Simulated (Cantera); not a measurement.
Feed: 1 mol Al(CH₃)₃, 15 mol N₂, 560 mol H₂, held at 1948.15 K.

Equilibrium computed with Cantera from the NASA thermochemical tables; the gas is ideal and each condensed phase is pure. Candidate condensed phases: Al, AlN, C, C₆H₆, C₇H₈, C₈H₁₈; 97 gas species. The feed counts by its element totals alone. Kinetics and transport are ignored.

Question: Which condensed phases are stable at each of these points (P (Pa)): 10, 46, 220, 1000, 4600, 22000, 100000?

Answer: 
| P (Pa) | condensed phases | Al condensed (%) |
|---|---|---|
| 10 | C(graphite) | 0.0 |
| 46 | C(graphite) | 0.0 |
| 220 | C(graphite) | 0.0 |
| 1000 | C(graphite) | 0.0 |
| 4600 | C(graphite) | 0.0 |
| 22000 | AlN(s) + C(graphite) | 69.1 |
| 100000 | AlN(s) + C(graphite) | 96.3 |

From 0.0750 Torr to 34.5 Torr the condensed part is C(graphite). From 165 Torr to 750 Torr the condensed part is AlN(s) + C(graphite).
